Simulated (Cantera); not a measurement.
# Thermodynamics of silicon oxide and oxynitride deposition, feed Si2H6 + N2O

Input: 1 mol Si2H6, 0.16 mol N2O, equilibrated at 1773 K and 75.0 Torr.

Equilibrium computed with Cantera from the NASA thermochemical tables; the gas is ideal and each condensed phase is pure. Candidate condensed phases: H2O, Si, SiO2, Si2N2O, Si3N4; 35 gas species. The feed counts by its element totals alone. Mutual solubility and eutectic melting of coexisting phases are not modelled. Gases not in the tables: Si2H6 and higher silanes. Kinetics and transport are ignored.

```json
{
  "x(H2)": "0.977",
  "x(N2)": "0.0109",
  "x(SiO)": "0.0109",
  "x(H)": "0.000889",
  "x(SiH2)": "2.41e-5",
  "x(Si)": "2.13e-5",
  "x(SiH)": "8.22e-6",
  "x(H2O)": "1.45e-6",
  "n(Si(l))": "1.71 mol",
  "n(Si2N2O(s))": "0.126 mol",
  "gas_amount": "3.069 mol"
}
```
